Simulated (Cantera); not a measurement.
A closed system holds: 1 mol AlCl3, 1.8 mol HCl, 15 mol N2, at 1527 °C and 0.100 bar.

Method: chemical equilibrium by Gibbs-energy minimisation in Cantera with the NASA 1993 tables (ideal gas, pure condensed phases). The tables' values for AlCl2 are old estimates; treat these amounts as uncertain. Kinetics and transport are ignored.

```
species    before    after
-------  --------  -------
N2          0.841    0.847
HCl        0.0994    0.102
AlCl3      0.0544   0.0467
Al2Cl6    8.36e-8  0.00488
Cl        0.00320    <1e-9
AlCl2     0.00149    <1e-9
AlCl     0.000125    <1e-9
H2       0.000725  7.38e-9
H         3.05e-5    <1e-9
Cl2       1.03e-5  7.20e-9
```
Gas species are given as mole fractions.

Question: Which change was made?
(A) temperature from 1527 °C to 450 °C
(B) temperature from 1527 °C to 750 °C
(C) AlCl3 replaced by Al
(D) temperature from 1527 °C to 1852 °C

Answer: A, temperature from 1527 °C to 450 °C
